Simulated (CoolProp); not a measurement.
Computed with CoolProp (reference Helmholtz-energy equation of state, Lemmon 2006). It is a short technical equation, of lower accuracy than the large ones.

For n-nonane, give the phase and the cv (kJ/(kg K)), isothermal compressibility (1/MPa), expansivity (1/kK), fugacity coefficient at 11.15 °C and 0.131 bar.


- 11.15 °C and 0.131 bar: liquid; cv 1.73, isothermal compressibility 0.00108, expansivity 1.09, fugacity coefficient 0.0176
